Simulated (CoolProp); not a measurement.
Computed with CoolProp (reference Helmholtz-energy equation of state, Thol 2019).

For decamethylcyclopentasiloxane (D5), give the phase and the speed of sound (m/s), Joule-Thomson coefficient (K/MPa), isothermal compressibility (1/MPa), fugacity coefficient at 346.85 °C and 0.449 MPa; 346.85 °C and 4.94 MPa; 346.85 °C and 5.39 MPa.


- 346.85 °C and 0.449 MPa: gas; speed of sound 98.7, Joule-Thomson coefficient 12.0, isothermal compressibility 2.73, fugacity coefficient 0.856
- 346.85 °C and 4.94 MPa: supercritical; speed of sound 261, Joule-Thomson coefficient 0.337, isothermal compressibility 0.0269, fugacity coefficient 0.239
- 346.85 °C and 5.39 MPa: supercritical; speed of sound 273, Joule-Thomson coefficient 0.269, isothermal compressibility 0.0242, fugacity coefficient 0.231
